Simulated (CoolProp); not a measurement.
Water along the isotherm 422.65 °C: Z from the reference equation and from simpler models built on Tc = 373.9 °C, pc = 22.06 MPa, ω = 0.344; each cubic takes its own stable root.

Model: reference Helmholtz-energy equation of state, Wagner 2002, in CoolProp.

```json
[
 {"p (MPa)": "5.52", "phase": "gas", "reference": "0.9331"},
 {"p (MPa)": "11", "phase": "gas", "reference": "0.8575"},
 {"p (MPa)": "16.5", "phase": "gas", "reference": "0.7701"},
 {"p (MPa)": "22.1", "phase": "supercritical", "reference": "0.6654"},
 {"p (MPa)": "27.6", "phase": "supercritical", "reference": "0.5411"},
 {"p (MPa)": "33.1", "phase": "supercritical", "reference": "0.3973"},
 {"p (MPa)": "38.6", "phase": "supercritical", "reference": "0.3127"},
 {"p (MPa)": "44.1", "phase": "supercritical", "reference": "0.2992"},
 {"p (MPa)": "49.6", "phase": "supercritical", "reference": "0.3068"},
 {"p (MPa)": "55.2", "phase": "supercritical", "reference": "0.3211"}
]
```

Task: How far does each simpler model (van der Waals, Redlich-Kwong, Soave-Redlich-Kwong, Peng-Robinson) lie from the reference over these 10 states: mean and median of the absolute difference, and the worst?

Result: 
- van der Waals: mean 21.5 %, median 5.5 %, worst +61.3 % at 422.65 °C and 55.2 MPa
- Redlich-Kwong: mean 14.7 %, median 3.2 %, worst +39.1 % at 422.65 °C and 55.2 MPa
- Soave-Redlich-Kwong: mean 21.3 %, median 14.2 %, worst +47.2 % at 422.65 °C and 49.6 MPa
- Peng-Robinson: mean 15.6 %, median 7.9 %, worst +35.0 % at 422.65 °C and 49.6 MPa
